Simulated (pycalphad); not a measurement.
Computed with pycalphad from the COST 507 light-alloy database (1999), at 1 atm. The database dates from 1999; later assessments differ in places, in temperatures and in the compounds included. Phase fractions are per mole of atoms. Kinetics are ignored, which matters at the lower temperatures.

### Question
Give the equilibrium state of Si-6.007C (wt.%) at 1627 °C.

### Answer
liquid, fraction 0.740, with 0.01 C wt.%; CSI, fraction 0.260, with 30.0 C wt.%.

### Question
Give the equilibrium state of Si-6.007C (wt.%) at 577 °C.

### Answer
diamond (Si), fraction 0.740, with <0.01 C wt.%; CSI, fraction 0.260, with 30.0 C wt.%.

Database names, with the compositions (at.%) that they take in these runs: CSI: Si 50 C 50.
